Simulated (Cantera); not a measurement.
Input: 1 mol AlCl3, 11 mol N2, 15 mol H2.

Method: chemical equilibrium by Gibbs-energy minimisation in Cantera with the NASA 1993 tables (ideal gas, pure condensed phases). Candidate condensed phases: Al, AlCl3, AlN, NH4Cl; 20 gas species. The tables' values for AlCl2 are old estimates. The numbers say what is thermodynamically allowed, not how fast it happens.

Stable condensed phases, one row left out:

```
T in K \ P in Pa
             10     25     63    160    400   1000   2500   6300  16000  40000 100000
   2175       A      A      A      A      A      A      A      A      A      A      A
   2025       A      A      A      A      A      A      A      A      A      A      A
   1725       A      A      A      A      A      A      A      A      B      B      B
   1575       A      A      A      A      A      A      B      B      B      B      B
   1425       A      A      A      B      B      B      B      B      B      B      B
   1275       B      B      B      B      B      B      B      B      B      B      B
   1125       B      B      B      B      B      B      B      B      B      B      B
    975       B      B      B      B      B      B      B      B      B      B      B
    825       B      B      B      B      B      B      B      B      B      B      B
    675       B      B      B      B      B      B      B      B      B      B      B
```

A: gas only; B: AlN.

**Question.** Give the row for 1875 K.

**Answer.** 10: gas only; 25: gas only; 63: gas only; 160: gas only; 400: gas only; 1000: gas only; 2500: gas only; 6300: gas only; 16000: gas only; 40000: gas only; 100000: AlN.
